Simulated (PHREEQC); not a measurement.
Make-up at 95 °C: 0.0086 mol/kgw HCl and 0.00038 mol/kgw Al2(SO4)3. Closed to the air; pH follows from the charge balance.

Computed with PHREEQC (ion-association model, phreeqc.dat).

### Question
The ionic strength comes out as 0.0116 mol/kgw. What activity coefficients do AlOH+2, Al+3, HSO4-, H+, AlSO4+ get?

### Answer
AlOH+2 0.61, Al+3 0.37, HSO4- 0.88, H+ 0.90, AlSO4+ 0.88.

No solid was allowed to form. Species that the database lacks are ignored. Away from 25 °C the constants follow the database's enthalpies or fits; those with neither stay at their 25 °C values.
